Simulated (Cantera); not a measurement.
What does this Cantera script print?

```python
import numpy as np
import cantera as ct

gas_names = """
    C CH CH2 CH3 CH2OH CH3O CH4 CH3OH CN CO CO2 COOH C2 C2H CHCO,ketyl C2H2,acetylene C2H2,vinylidene
    CH2CO,ketene C2H3,vinyl CH3CN CH3CO,acetyl C2H4 C2H4O,ethylen CH3CHO,ethanal CH3COOH (HCOOH)2 C2H5
    C2H6 CH3OCH3 C2H5OH CCN CNC C2N2 C2O C3 C3H3,propargyl C3H4,allene C3H4,propyne C3H4,cyclo-
    C3H5,allyl C3H6,propylene C3H6,cyclo- C3H6O C3H7,n-propyl C3H7,i-propyl C3H8 C3H8O,1propanol
    C3H8O,2propanol C3O2 C4 C4H2 C4H4,1,3-cyclo- C4H6,butadiene C4H6,2-butyne C4H6,cyclo- C4H8,1-butene
    C4H8,cis2-buten C4H8,tr2-butene C4H8,isobutene C4H8,cyclo- (CH3COOH)2 C4H9,n-butyl C4H9,i-butyl
    C4H9,s-butyl C4H9,t-butyl C4H10,isobutane C4H10,n-butane C4N2 C5 C5H6,1,3cyclo- C5H8,cyclo-
    C5H10,1-pentene C5H10,cyclo- C5H11,pentyl C5H11,t-pentyl C5H12,n-pentane C5H12,i-pentane
    CH3C(CH3)2CH3 C6H2 C6H5,phenyl C6H5O,phenoxy C6H6 C6H5OH,phenol C6H10,cyclo- C6H12,1-hexene
    C6H12,cyclo- C6H13,n-hexyl C7H7,benzyl C7H8 C7H8O,cresol C7H14,1-heptene C7H15,n-heptyl
    C7H16,n-heptane C8H8,styrene C8H10,ethylbenz C8H16,1-octene C8H17,n-octyl C8H18,isooctane
    C8H18,n-octane C9H19,n-nonyl C10H8,naphthale C10H21,n-decyl C12H9,o-bipheny C12H10,bipheny H HCN HCO
    HCCN HNC HNCO HNO HNO2 HNO3 HO2 H2 HCHO,formaldehy HCOOH H2O H2O2 N NCO NH NH2 NH3 NH2OH NO NO2 NO3
    N2 N2H2 N2H4 N2O O OH O2 O3
""".split()
cond_names = """
    C(gr) C6H6(L) C7H8(L) C8H18(L),n-octa H2O(s) H2O(L)
""".split()


def load(file, names, dense=False):
    # The tables refer to 1 bar. Condensed volumes are neglected.
    table = {s.name: s for s in ct.Species.list_from_file(file)}
    out = []
    for n in names:
        d = dict(table[n].input_data)
        d["thermo"] = dict(d["thermo"], **{"reference-pressure": 1e5})
        if dense:
            d["equation-of-state"] = {"model": "constant-volume", "density": "1e6 g/cm^3"}
        out.append(ct.Species.from_dict(d))
    return out


gas = ct.Solution(thermo="ideal-gas", species=load("nasa_gas.yaml", gas_names))
cond = {s.name: ct.Solution(thermo="fixed-stoichiometry", species=[s], name=s.name)
        for s in load("nasa_condensed.yaml", cond_names, dense=True)}
atoms = {
    'CH3OH': {'C': 1, 'H': 4, 'O': 1},
    'NH3': {'N': 1, 'H': 3},
    'N2': {'N': 2},
}
top_T = {'C(gr)': 4500}  # K; cautious upper limits of use, not melting points


def equilibrate(T, P, feed):
    n = {}
    for name, mol in feed.items():
        for a, k in atoms[name].items():
            n[a] = n.get(a, 0.0) + k * mol
    gas.TPX = T, P, n
    mass = sum(n.values()) * gas.mean_molecular_weight
    gas.equilibrate("TP")
    valid = [c for c in cond.values() if c.min_temp <= T <= top_T.get(c.name, c.max_temp)]
    mix = ct.Mixture([(gas, mass / gas.mean_molecular_weight)] + [(c, 0.0) for c in valid])
    mix.T, mix.P = T, P
    mix.equilibrate("TP", solver="vcs", rtol=1e-11, max_steps=5000)
    return mix


results = []
feed = {'CH3OH': 1, 'NH3': 0.019, 'N2': 13}  # mol
P = 13332.2  # Pa
for T in [825, 925, 1025, 1125, 1225, 1325, 1425, 1525]:
    mix = equilibrate(T, P, feed)
    results.append((T, P, feed, dict(zip(mix.species_names, mix.species_moles))))
    x = sorted(zip(gas.X, gas.species_names), reverse=True)
    print(f"T = {T:g} K  P = {P:g} Pa  gas = {mix.phase_moles(0):.4g} mol")
    print("   x: " + "  ".join(f"{s} {v:.3e}" for v, s in x if v > 1e-06))
    print("   condensed (mol): " + ("  ".join(f"{mix.phase(i).name} {mix.phase_moles(i):.4g}"
          for i in range(1, mix.n_phases) if mix.phase_moles(i) > 1e-12) or "none"))
```

Output:

```
T = 825 K  P = 13332.2 Pa  gas = 15.75 mol
   x: N2 8.258e-01  H2 1.178e-01  CO 3.828e-02  CO2 8.803e-03  H2O 7.588e-03  CH4 1.674e-03  NH3 1.146e-05
   condensed (mol): C(gr) 0.2318
T = 925 K  P = 13332.2 Pa  gas = 15.99 mol
   x: N2 8.138e-01  H2 1.245e-01  CO 5.838e-02  H2O 1.441e-03  CO2 1.366e-03  CH4 4.690e-04  NH3 5.255e-06
   condensed (mol): C(gr) 0.03736
T = 1025 K  P = 13332.2 Pa  gas = 16.03 mol
   x: N2 8.117e-01  H2 1.260e-01  CO 6.176e-02  H2O 2.752e-04  CO2 1.750e-04  CH4 1.555e-04  NH3 2.659e-06  HCN 2.452e-06
   condensed (mol): C(gr) 0.004684
T = 1125 K  P = 13332.2 Pa  gas = 16.04 mol
   x: N2 8.113e-01  H2 1.263e-01  CO 6.223e-02  H2O 6.739e-05  CH4 6.136e-05  CO2 3.019e-05  HCN 9.826e-06  NH3 1.496e-06
   condensed (mol): C(gr) 0.0004225
T = 1225 K  P = 13332.2 Pa  gas = 16.04 mol
   x: N2 8.112e-01  H2 1.264e-01  CO 6.230e-02  H2O 3.032e-05  HCN 2.131e-05  CH4 1.904e-05  CO2 1.018e-05
   condensed (mol): none
T = 1325 K  P = 13332.2 Pa  gas = 16.04 mol
   x: N2 8.112e-01  H2 1.264e-01  CO 6.232e-02  HCN 2.600e-05  H2O 2.429e-05  CO2 6.423e-06  CH4 4.454e-06  H 1.593e-06
   condensed (mol): none
T = 1425 K  P = 13332.2 Pa  gas = 16.04 mol
   x: N2 8.112e-01  H2 1.264e-01  CO 6.232e-02  HCN 2.671e-05  H2O 2.317e-05  H 6.643e-06  CO2 5.020e-06  CH4 1.106e-06
   condensed (mol): none
T = 1525 K  P = 13332.2 Pa  gas = 16.04 mol
   x: N2 8.112e-01  H2 1.264e-01  CO 6.232e-02  HCN 2.642e-05  H 2.304e-05  H2O 2.303e-05  CO2 4.216e-06
   condensed (mol): none
```

Equilibrium computed with Cantera from the NASA thermochemical tables; the gas is ideal and each condensed phase is pure.
